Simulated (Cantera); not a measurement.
Mixture: CH4 : O2 : N2 = 1 : 4.88 : 18.3 (molar parts), at 12800 Torr, adiabatic and at constant volume. Ignition delay is the time to a rise of 400 K.

Cantera simulation using GRI-Mech 3.0 (53 species, 325 reactions); the numbers are that mechanism's predictions, not measurements. The pressure lies above the range GRI-Mech 3.0 was tuned for (to about 10 atm).

Predict: delay at 1075 K; delay at 1125 K; delay at 1175 K; delay at 1225 K; delay at 1275 K; delay at 1325 K; delay at 1375 K; apparent activation energy between 1275 and 1375 K.


| Quantity | Result |
|---|---|
| delay at 1075 K | 11.1 ms |
| delay at 1125 K | 5.22 ms |
| delay at 1175 K | 2.62 ms |
| delay at 1225 K | 1.40 ms |
| delay at 1275 K | 0.777 ms |
| delay at 1325 K | 0.450 ms |
| delay at 1375 K | 0.269 ms |
| apparent activation energy between 1275 and 1375 K | 150 kJ/mol |
